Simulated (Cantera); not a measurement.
## Equilibrium for nitride etching: BN + H₂

Input: 1 mol BN, 4.6 mol H₂, at 5.10 Pa.

These are equilibrium values from Cantera (NASA tables, ideal gas, pure condensed phases), not measurements of a reactor. Candidate condensed phases: B, BN; 15 gas species. Mutual solubility and eutectic melting of coexisting phases are not modelled. The tables' values for BH₂ are old estimates; treat these amounts as uncertain. Rates play no part.

| T (K) | log p H₂ | log p N₂ | log p H | log p BH₂ | n BN(s) | n B(s) |
|---|---|---|---|---|---|---|
| 700 | -4.29 | <-16 | -15.74 | <-16 | 1.00 | 0 |
| 850 | -4.29 | <-16 | -12.83 | <-16 | 1.00 | 0 |
| 1000 | -4.29 | -14.26 | -10.79 | -14.06 | 1.00 | 0 |
| 1150 | -4.29 | -12.28 | -9.27 | -12.00 | 1.00 | 0 |
| 1300 | -4.29 | -10.73 | -8.10 | -10.44 | 1.000 | 0 |
| 1450 | -4.29 | -8.86 | -7.17 | -9.53 | 1.000 | 0.000220 |
| 1600 | -4.30 | -7.18 | -6.41 | -8.88 | 0.988 | 0.0119 |
| 1750 | -4.32 | -5.78 | -5.79 | -8.37 | 0.688 | 0.311 |
log p: log10 of the partial pressure in bar; n: condensed amount in mol.

From 700 K to 1300 K the condensed part is BN(s). From 1450 K to 1750 K the condensed part is B(s) + BN(s).
